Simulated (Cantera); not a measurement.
Input (Python, Cantera):

```python
import numpy as np
import cantera as ct

gas = ct.Solution("gri30.yaml")
gas.TP = 300, 101325
flame = ct.CounterflowDiffusionFlame(gas, width=0.02)
flame.fuel_inlet.X, flame.fuel_inlet.T = {'CO': 1, 'H2': 0.1}, 550
flame.oxidizer_inlet.X, flame.oxidizer_inlet.T = {'O2': 0.27, 'N2': 0.73}, 450
flame.set_refine_criteria(ratio=3, slope=0.12, curve=0.24, prune=0.03)
show = ['OH', 'H', 'NO', 'CO']

rows = []
print(f"{'mdot':>8s}{'a_max':>10s}{'a_mean':>10s}{'Tmax/K':>9s}" + "".join(f"{s:>11s}" for s in show) + "   (peak mole fractions)")
for i, mdot in enumerate([0.61, 0.77, 0.98, 1.3, 1.6, 2, 2.6, 3.3, 4.2]):  # kg/m2/s on the oxidiser side
    flame.oxidizer_inlet.mdot, flame.fuel_inlet.mdot = mdot, 0.88 * mdot
    flame.solve(loglevel=0, auto=(i == 0))
    if flame.T.max() < max(550, 450) + 100:
        print(f"{mdot:8.3g}  no burning solution found from the previous one")
        break
    dT = np.abs(np.gradient(flame.T, flame.grid))
    rows.append([flame.strain_rate("max"), flame.strain_rate("mean"), flame.T.max(),
                 *(flame.X[gas.species_index(s)].max() for s in show), max(dT[0], dT[-1]) / dT.max()])
    print(f"{mdot:8.3g}{rows[-1][0]:10.1f}{rows[-1][1]:10.1f}{rows[-1][2]:9.1f}" + "".join(f"{x:11.3e}" for x in rows[-1][3:-1]))
```

Result:

```
    mdot     a_max    a_mean   Tmax/K         OH          H         NO         CO   (peak mole fractions)
    0.61     312.0      85.9   2281.6  9.373e-03  8.796e-03  3.692e-04  9.152e-01
    0.77     386.6     108.5   2244.0  9.351e-03  9.657e-03  2.764e-04  9.150e-01
    0.98     483.5     138.1   2204.0  9.332e-03  1.060e-02  2.070e-04  9.148e-01
     1.3     629.8     183.2   2157.0  9.220e-03  1.180e-02  1.502e-04  9.146e-01
     1.6     765.6     225.4   2121.5  9.066e-03  1.270e-02  1.212e-04  9.144e-01
       2     944.7     281.8   2082.6  8.964e-03  1.375e-02  9.889e-05  9.142e-01
     2.6    1211.4     366.3   2035.5  8.722e-03  1.503e-02  7.944e-05  9.141e-01
     3.3    1517.8     465.0   1993.1  8.478e-03  1.621e-02  6.658e-05  9.141e-01
     4.2    1907.5     591.8   1948.2  8.138e-03  1.739e-02  5.641e-05  9.141e-01
```

Computed with Cantera and GRI-Mech 3.0 (53 species, 325 reactions). The maximum strain rate includes the flame's own expansion and is several times the mean.
